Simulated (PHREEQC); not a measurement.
Solution (40 °C): 4.2 mmol/kgw Al2(SO4)3, 56 mmol/kgw CuCl2, 0.67 mmol/kgw HCl and 0.84 mmol/kgw NaCl. Closed to the air; pH follows from the charge balance.

The numbers come from PHREEQC with the ion-association model, wateq4f.dat.

```
quantity                   before    after
------------------------  -------  -------
pH                           3.29     3.34
ionic strength (mol/kgw)    0.175   0.0219
Cl- (mol/kgw)               0.105  0.00151
Al+3 (mol/kgw)            0.00432  0.00154
SO4-2 (mol/kgw)           0.00430  0.00498
AlSO4+ (mol/kgw)          0.00382  0.00622
SI of Gibbsite (Al(OH)3)    -0.68    -0.59
SI of Boehmite (AlOOH)      -0.97    -0.88
```

### Question
Which change was made?
A. CuCl2 left out
B. 0.011 mol/kgw HNO3 added
C. NaCl from 0.00084 to 0.000168 mol/kgw
D. NaCl from 0.00084 to 8.4e-05 mol/kgw
E. NaCl replaced by NaAlO2 at the same molality

### Answer
A, CuCl2 left out

No solid was allowed to form. At this temperature some constants are extrapolated from 25 °C, and those without enthalpy data are left unchanged.
